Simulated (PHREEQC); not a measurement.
A column of 0.2 m (30 cells, dispersivity 0.007 m, 3600 s a shift, diffusion coefficient 3e-10 m²/s) holds 0.0011 eq of the database's cation exchanger X per kg of pore water, first in equilibrium with 0.0011 mol MgCl2 and 1e-05 mol HCl per kg of water. It is flushed with 0.00044 mol/kgw CuCl2 and 1e-05 mol/kgw HCl, at 25 °C. Values are for the last cell. The system is closed to CO2. Nothing may precipitate in this run.

The series has 31 steps of pore volumes, from 0 to 5.017.

Model: ion-association model, phreeqc.dat, run in PHREEQC.

Question: After how many pore volumes does Cu at the outlet first reach half of its feed value?

Answer: By 2.2 pore volumes.
